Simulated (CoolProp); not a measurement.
Vapour-liquid equilibrium of isobutane (1) + n-butane (2) at -36.05 °C; x and y are mole fractions of (1).

Values from CoolProp's multi-fluid Helmholtz-energy mixture model, Bücker 2006 and Bücker 2006; pair parameters Kunz 2012.

**Question.** Give the bubble pressure and the first vapour's composition at x = 0.35, 0.725, 0.95. Is there an azeotrope?

**Answer.** x = 0.35: 25.78 kPa, y = 0.474; x = 0.725: 31.08 kPa, y = 0.814; x = 0.95: 34.25 kPa, y = 0.969. No azeotrope shows between x = 0.05 and 0.95.

The pair parameters rest on a limited set of measurements; away from them the model extrapolates.
